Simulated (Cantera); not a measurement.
Cantera run:

```python
import numpy as np
import cantera as ct

gas_names = [...]  # 49 gases of nasa_gas.yaml made of B, Cl, H, N, O
cond_names = """
    B(b) B(L) BN(s) B2O3(L) B3O3H3(cr) H2O(s) H2O(L) NH4CL(a) NH4CL(b)
""".split()


# ... load() reads the species with a 1 bar reference pressure and builds the phases ...
atoms = {
    'BN': {'B': 1, 'N': 1},
    'H2O': {'H': 2, 'O': 1},
    'N2': {'N': 2},
    'Cl2': {'CL': 2},
}
top_T = {'BN(s)': 3200}  # K; cautious upper limits of use, not melting points


# ... equilibrate(T, P, feed) seeds the gas with the atoms and calls Mixture.equilibrate('TP', solver="vcs", rtol=1e-11, max_steps=5000) ...
results = []
feed = {'BN': 1, 'H2O': 4.5, 'N2': 0.38, 'Cl2': 3.1}  # mol
P = 1.6  # Pa
for T in [1398, 1448, 1498, 1548, 1598, 1648, 1698, 1748, 1798, 1848, 1898, 1948, 1998, 2048]:
    mix = equilibrate(T, P, feed)
    results.append((T, P, feed, dict(zip(mix.species_names, mix.species_moles))))
    x = sorted(zip(gas.X, gas.species_names), reverse=True)
    print(f"T = {T:g} K  P = {P:g} Pa  gas = {mix.phase_moles(0):.4g} mol")
    print("   x: " + "  ".join(f"{s} {v:.3e}" for v, s in x if v > 1e-06))
    print("   condensed (mol): " + ("  ".join(f"{mix.phase(i).name} {mix.phase_moles(i):.4g}"
          for i in range(1, mix.n_phases) if mix.phase_moles(i) > 1e-12) or "none"))
```

Result:

```
T = 1398 K  P = 1.6 Pa  gas = 9.96 mol
   x: HCL 5.506e-01  H2O 1.283e-01  HBO2 9.594e-02  N2 8.829e-02  CL 7.148e-02  O2 6.214e-02  B2O3 1.962e-03  OH 3.985e-04  BO2 3.714e-04  BOCL 1.701e-04  NO 1.305e-04  CL2 1.043e-04  O 5.717e-05  H2 5.636e-05  H 8.881e-06  CLO 2.013e-06
   condensed (mol): none
T = 1448 K  P = 1.6 Pa  gas = 10 mol
   x: HCL 5.320e-01  H2O 1.359e-01  HBO2 9.498e-02  N2 8.789e-02  CL 8.751e-02  O2 5.769e-02  B2O3 2.112e-03  OH 6.532e-04  BO2 5.660e-04  BOCL 2.051e-04  NO 1.646e-04  H2 1.303e-04  O 1.171e-04  CL2 7.411e-05  H 2.630e-05  CLO 2.214e-06
   condensed (mol): none
T = 1498 K  P = 1.6 Pa  gas = 10.05 mol
   x: HCL 5.120e-01  H2O 1.439e-01  CL 1.045e-01  HBO2 9.393e-02  N2 8.746e-02  O2 5.292e-02  B2O3 2.249e-03  OH 1.033e-03  BO2 8.327e-04  H2 2.881e-04  BOCL 2.417e-04  O 2.269e-04  NO 2.027e-04  H 7.291e-05  CL2 5.261e-05  CLO 2.371e-06
   condensed (mol): none
T = 1548 K  P = 1.6 Pa  gas = 10.1 mol
   x: HCL 4.912e-01  H2O 1.520e-01  CL 1.221e-01  HBO2 9.277e-02  N2 8.699e-02  O2 4.797e-02  B2O3 2.374e-03  OH 1.580e-03  BO2 1.187e-03  H2 6.113e-04  O 4.178e-04  BOCL 2.793e-04  NO 2.439e-04  H 1.903e-04  CL2 3.738e-05  CLO 2.479e-06  BO 2.062e-06
   condensed (mol): none
T = 1598 K  P = 1.6 Pa  gas = 10.16 mol
   x: HCL 4.698e-01  H2O 1.596e-01  CL 1.401e-01  HBO2 9.148e-02  N2 8.648e-02  O2 4.295e-02  B2O3 2.491e-03  OH 2.341e-03  BO2 1.645e-03  H2 1.248e-03  O 7.337e-04  H 4.700e-04  BOCL 3.179e-04  NO 2.875e-04  CL2 2.662e-05  BO 5.920e-06  CLO 2.538e-06
   condensed (mol): none
T = 1648 K  P = 1.6 Pa  gas = 10.23 mol
   x: HCL 4.479e-01  H2O 1.664e-01  CL 1.580e-01  HBO2 8.999e-02  N2 8.589e-02  O2 3.804e-02  OH 3.364e-03  B2O3 2.601e-03  H2 2.449e-03  BO2 2.224e-03  O 1.235e-03  H 1.102e-03  BOCL 3.573e-04  NO 3.323e-04  CL2 1.904e-05  BO 1.599e-05  CLO 2.550e-06  HBO 1.666e-06
   condensed (mol): none
T = 1698 K  P = 1.6 Pa  gas = 10.31 mol
   x: HCL 4.252e-01  CL 1.759e-01  H2O 1.717e-01  HBO2 8.822e-02  N2 8.520e-02  O2 3.347e-02  OH 4.696e-03  H2 4.617e-03  BO2 2.943e-03  B2O3 2.709e-03  H 2.456e-03  O 2.001e-03  BOCL 3.975e-04  NO 3.779e-04  BO 4.084e-05  CL2 1.371e-05  HBO 3.828e-06  CLO 2.528e-06
   condensed (mol): none
T = 1748 K  P = 1.6 Pa  gas = 10.41 mol
   x: HCL 4.011e-01  CL 1.939e-01  H2O 1.745e-01  HBO2 8.603e-02  N2 8.430e-02  O2 2.950e-02  H2 8.309e-03  OH 6.380e-03  H 5.207e-03  BO2 3.828e-03  O 3.148e-03  B2O3 2.816e-03  BOCL 4.384e-04  NO 4.248e-04  BO 9.898e-05  CL2 9.971e-06  HBO 8.357e-06  CLO 2.490e-06
   condensed (mol): none
T = 1798 K  P = 1.6 Pa  gas = 10.56 mol
   x: HCL 3.743e-01  CL 2.123e-01  H2O 1.737e-01  HBO2 8.320e-02  N2 8.309e-02  O2 2.642e-02  H2 1.413e-02  H 1.046e-02  OH 8.457e-03  BO2 4.919e-03  O 4.852e-03  B2O3 2.922e-03  BOCL 4.791e-04  NO 4.755e-04  BO 2.277e-04  HBO 1.722e-05  CL2 7.359e-06  CLO 2.461e-06
   condensed (mol): none
T = 1848 K  P = 1.6 Pa  gas = 10.77 mol
   x: HCL 3.436e-01  CL 2.313e-01  H2O 1.683e-01  N2 8.141e-02  HBO2 7.944e-02  O2 2.445e-02  H2 2.241e-02  H 1.984e-02  OH 1.096e-02  O 7.404e-03  BO2 6.274e-03  B2O3 3.023e-03  NO 5.343e-04  BOCL 5.173e-04  BO 4.970e-04  HBO 3.319e-05  CL2 5.522e-06  CLO 2.468e-06
   condensed (mol): none
T = 1898 K  P = 1.6 Pa  gas = 11.08 mol
   x: HCL 3.080e-01  CL 2.509e-01  H2O 1.574e-01  N2 7.910e-02  HBO2 7.443e-02  H 3.539e-02  H2 3.280e-02  O2 2.360e-02  OH 1.389e-02  O 1.126e-02  BO2 7.954e-03  B2O3 3.104e-03  BO 1.028e-03  NO 6.053e-04  BOCL 5.493e-04  HBO 5.934e-05  CL2 4.205e-06  CLO 2.521e-06
   condensed (mol): none
T = 1948 K  P = 1.6 Pa  gas = 11.52 mol
   x: CL 2.701e-01  HCL 2.676e-01  H2O 1.406e-01  N2 7.606e-02  HBO2 6.786e-02  H 5.929e-02  H2 4.405e-02  O2 2.367e-02  OH 1.712e-02  O 1.708e-02  BO2 9.990e-03  B2O3 3.143e-03  BO 2.015e-03  NO 6.897e-04  BOCL 5.706e-04  HBO 9.810e-05  CL2 3.224e-06  CLO 2.611e-06
   condensed (mol): none
T = 1998 K  P = 1.6 Pa  gas = 12.12 mol
   x: CL 2.873e-01  HCL 2.238e-01  H2O 1.187e-01  H 9.333e-02  N2 7.224e-02  HBO2 5.952e-02  H2 5.416e-02  O 2.564e-02  O2 2.424e-02  OH 2.035e-02  BO2 1.232e-02  BO 3.754e-03  B2O3 3.107e-03  NO 7.835e-04  BOCL 5.767e-04  HBO 1.498e-04  CLO 2.704e-06  CL2 2.464e-06  B2O2 1.132e-06
   condensed (mol): none
T = 2048 K  P = 1.6 Pa  gas = 12.91 mol
   x: CL 3.008e-01  HCL 1.789e-01  H 1.380e-01  H2O 9.299e-02  N2 6.772e-02  H2 6.079e-02  HBO2 4.939e-02  O 3.770e-02  O2 2.473e-02  OH 2.299e-02  BO2 1.474e-02  BO 6.648e-03  B2O3 2.951e-03  NO 8.765e-04  BOCL 5.636e-04  HBO 2.111e-04  CLO 2.756e-06  B2O2 1.860e-06  CL2 1.857e-06
   condensed (mol): none
```

These are equilibrium values from Cantera (NASA tables, ideal gas, pure condensed phases), not measurements of a reactor. The tables' values for BOCl are old estimates; treat these amounts as uncertain.
